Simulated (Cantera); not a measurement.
A closed system holds: 1 mol CCl₄, 0.09 mol HCl, 1.2 mol H₂, held at 1098 K and 4.30 Pa.

Equilibrium computed with Cantera from the NASA thermochemical tables; the gas is ideal and each condensed phase is pure. Candidate condensed phases: C, C₆H₆, C₇H₈, C₈H₁₈; 91 gas species. The numbers say what is thermodynamically allowed, not how fast it happens.

Base state: HCl 0.720, Cl₂ 0.183, Cl 0.0965 (mole fractions); condensed: C(graphite).

Question: What changes in the equilibrium state with this change: CCl₄ replaced by CH₂F₂?

Answer: 
| species | before | after |
|---|---|---|
| HF | 0 | 0.608 |
| H₂ | <1e-9 | 0.365 |
| HCl | 0.720 | 0.0274 |
| Cl₂ | 0.183 | <1e-9 |
| Cl | 0.0965 | 1.53e-7 |
| C(graphite), mol | 1.00 | 1.000 |

Question: What changes in the equilibrium state with this change: H₂ from 1.2 to 4.8 mol?

Answer: 
```
species           before    after
----------------  ------  -------
HCl                0.720    0.594
H₂                 <1e-9    0.406
Cl                0.0965  3.15e-6
Cl₂                0.183    <1e-9
C(graphite), mol    1.00    1.000
```

Question: What changes in the equilibrium state with this change: H₂ from 1.2 to 19 mol?

Answer: 
```csv
species,before,after
H₂,<1e-9,0.806
HCl,0.720,0.194
Cl,0.0965,7.30e-7
Cl₂,0.183,<1e-9
"C(graphite), mol",1.00,1.000
```
